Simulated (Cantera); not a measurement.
A Cantera script and what it prints.

```python
import numpy as np
import cantera as ct

gas_names = """
    B BH BH2 BH3 BN BO BO2 B2 B2O B2O2 B2O3 B3O3H3 H HBO HBO2 HNO HNO2 HNO3 HO2 H2 H2O H2O2 H3B3O6 N NH
    NH2 NH3 NH2OH NO NO2 NO3 N2 N2H2 N2H4 N2O O OH O2 O3
""".split()
cond_names = """
    B(b) B(L) BN(s) B2O3(L) B3O3H3(cr) H2O(s) H2O(L)
""".split()


def load(file, names, dense=False):
    # The tables refer to 1 bar. Condensed volumes are neglected.
    table = {s.name: s for s in ct.Species.list_from_file(file)}
    out = []
    for n in names:
        d = dict(table[n].input_data)
        d["thermo"] = dict(d["thermo"], **{"reference-pressure": 1e5})
        if dense:
            d["equation-of-state"] = {"model": "constant-volume", "density": "1e6 g/cm^3"}
        out.append(ct.Species.from_dict(d))
    return out


gas = ct.Solution(thermo="ideal-gas", species=load("nasa_gas.yaml", gas_names))
cond = {s.name: ct.Solution(thermo="fixed-stoichiometry", species=[s], name=s.name)
        for s in load("nasa_condensed.yaml", cond_names, dense=True)}
atoms = {
    'borazine': {'B': 3, 'N': 3, 'H': 6},
    'H2O': {'H': 2, 'O': 1},
    'N2': {'N': 2},
}
top_T = {'BN(s)': 3200}  # K; cautious upper limits of use, not melting points


def equilibrate(T, P, feed):
    n = {}
    for name, mol in feed.items():
        for a, k in atoms[name].items():
            n[a] = n.get(a, 0.0) + k * mol
    gas.TPX = T, P, n
    mass = sum(n.values()) * gas.mean_molecular_weight
    gas.equilibrate("TP")
    valid = [c for c in cond.values() if c.min_temp <= T <= top_T.get(c.name, c.max_temp)]
    mix = ct.Mixture([(gas, mass / gas.mean_molecular_weight)] + [(c, 0.0) for c in valid])
    mix.T, mix.P = T, P
    mix.equilibrate("TP", solver="vcs", rtol=1e-11, max_steps=5000)
    return mix


results = []
feed = {'borazine': 1, 'H2O': 0.17, 'N2': 3.5}  # mol
T = 950  # K
P = 84000  # Pa
mix = equilibrate(T, P, feed)
results.append((T, P, feed, dict(zip(mix.species_names, mix.species_moles))))
x = sorted(zip(gas.X, gas.species_names), reverse=True)
print(f"T = {T:g} K  P = {P:g} Pa  gas = {mix.phase_moles(0):.4g} mol")
print("   x: " + "  ".join(f"{s} {v:.3e}" for v, s in x if v > 0.001))
print("   condensed (mol): " + ("  ".join(f"{mix.phase(i).name} {mix.phase_moles(i):.4g}"
      for i in range(1, mix.n_phases) if mix.phase_moles(i) > 1e-12) or "none"))
```

It prints:

```
T = 950 K  P = 84000 Pa  gas = 6.718 mol
   x: N2 5.282e-01  H2 4.681e-01  H2O 3.521e-03
   condensed (mol): BN(s) 2.902  B2O3(L) 0.04869
```

Cantera equilibrium calculation (NASA polynomials, part measured and part estimated; ideal gas, pure solids and liquids). The feed counts by its element totals alone. Gases not in the tables: H3BO3.
